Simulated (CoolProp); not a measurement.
n-dodecane along the isobar 572 kPa: fugacity coefficient from the reference equation and from simpler models built on Tc = 658.1 K, pc = 1818 kPa, ω = 0.574; each cubic takes its own stable root.

Model: reference Helmholtz-energy equation of state, Lemmon 2004, in CoolProp. It is a short technical equation, of lower accuracy than the large ones.

```
T (K)   phase  reference
-----  ------  ---------
421.6  liquid    0.02588
435.8  liquid    0.04112
449.9  liquid    0.06263
464.1  liquid    0.09234
478.3  liquid     0.1318
492.5  liquid     0.1827
506.6  liquid     0.2462
520.8  liquid     0.3244
535    liquid     0.4181
549.1  liquid     0.5270
563.3  liquid     0.6529
591.7     gas     0.8161
605.8     gas     0.8317
620       gas     0.8457
```

Q: How far does each simpler model (van der Waals, Soave-Redlich-Kwong, Peng-Robinson) lie from the reference over these 14 states: mean and median of the absolute difference, and the worst?

A: 
- van der Waals: mean 349.2 %, median 196.8 %, worst +1349.4 % at 421.6 K and 572 kPa
- Soave-Redlich-Kwong: mean 3.0 %, median 3.0 %, worst +5.4 % at 563.3 K and 572 kPa
- Peng-Robinson: mean 2.9 %, median 3.0 %, worst +4.1 % at 421.6 K and 572 kPa

At some of these states van der Waals gives the other phase, because its saturation line lies elsewhere.
